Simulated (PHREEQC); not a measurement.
A column of 1 m (40 cells, dispersivity 0.05 m, 300 s a shift, diffusion coefficient 3e-10 m²/s) holds 0.2 eq of the database's cation exchanger X per kg of pore water, first in equilibrium with 0.00066 mol/kgw KCl, 0.00047 mol/kgw NaCl and 1e-05 mol/kgw HCl. It is flushed with 0.56 mmol/kgw MgSO4, 73 mmol/kgw CdCl2 and 0.01 mmol/kgw HCl, at 40 °C. Values are for the last cell. No CO2 enters from the air. No solid was allowed to form.

Equilibrium calculation in PHREEQC: ion-association model, phreeqc.dat.

| pore volumes | Cd in solution (mol/kgw) | S in solution (mol/kgw) | Mg in solution (mol/kgw) | Na in solution (mol/kgw) | Cl in solution (mol/kgw) | CdX2 on the exchanger (mol/kgw) | MgX2 on the exchanger (mol/kgw) |
|---|---|---|---|---|---|---|---|
| 0 | 0 | 0 | 0 | 0.000470 | 0.00114 | 0 | 0 |
| 0.4625 | 0 | 4.58e-6 | 0 | [?] | 0.00232 | 0 | 0 |
| 0.9125 | 9.35e-6 | 0.000249 | 0 | 0.0266 | 0.0655 | 3.27e-5 | 7.91e-14 |
| 1.363 | 0.0167 | 0.000490 | 1.69e-7 | [?] | 0.128 | 0.0108 | 4.62e-7 |
| 1.812 | 0.0349 | 0.000550 | 3.90e-6 | 0.00791 | 0.143 | 0.0229 | 1.05e-5 |
| 2.263 | 0.0450 | 0.000559 | 1.58e-5 | 0.00255 | 0.146 | 0.0348 | 4.75e-5 |
| 2.712 | 0.0519 | 0.000560 | 3.76e-5 | 0.000780 | 0.146 | 0.0467 | 0.000125 |
| 3.163 | 0.0573 | 0.000560 | 6.98e-5 | 0.000232 | 0.146 | 0.0579 | 0.000252 |
| 3.612 | 0.0616 | 0.000560 | [?] | 6.72e-5 | 0.146 | 0.0679 | 0.000428 |
| 4.062 | 0.0649 | 0.000560 | 0.000162 | 1.91e-5 | 0.146 | 0.0763 | 0.000643 |
| 4.513 | [?] | 0.000560 | 0.000216 | 5.36e-6 | 0.146 | 0.0828 | 0.000883 |
| 4.963 | 0.0693 | 0.000560 | 0.000272 | 1.49e-6 | 0.146 | 0.0877 | 0.00113 |

Problem. Some entries are withheld; supply them.

Solution. 
- 0.4625, Na in solution (mol/kgw): 0.000966
- 1.363, Na in solution (mol/kgw): 0.0216
- 3.612, Mg in solution (mol/kgw): 0.000112
- 4.513, Cd in solution (mol/kgw): 0.0675

Constants without temperature data keep their 25 °C values here.
